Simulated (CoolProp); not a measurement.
Dimethyl carbonate along the isobar 20.2 MPa: Z from the reference equation and from simpler models built on Tc = 283.9 °C, pc = 4.909 MPa, ω = 0.346; each cubic takes its own stable root.

Computed with CoolProp (reference Helmholtz-energy equation of state, Zhou 2011).

```
T (°C)          phase   reference  van der Waals  Peng-Robinson
------  -------------  ----------  -------------  -------------
133.35         liquid      0.5689         0.9060     (withheld)
160.95         liquid      0.5539         0.8690     (withheld)
188.65         liquid  (withheld)         0.8380         0.5325
216.25         liquid      0.5367         0.8123         0.5281
243.95         liquid  (withheld)         0.7911         0.5296
271.55         liquid      0.5379         0.7742         0.5375
299.25  supercritical      0.5479     (withheld)         0.5528
326.85  supercritical      0.5666         0.7516         0.5759
```

### Question
Some entries are withheld; supply them.

### Answer

- 133.35, Peng-Robinson: 0.5580
- 160.95, Peng-Robinson: 0.5425
- 188.65, reference: 0.5432
- 243.95, reference: 0.5347
- 299.25, van der Waals: 0.7611
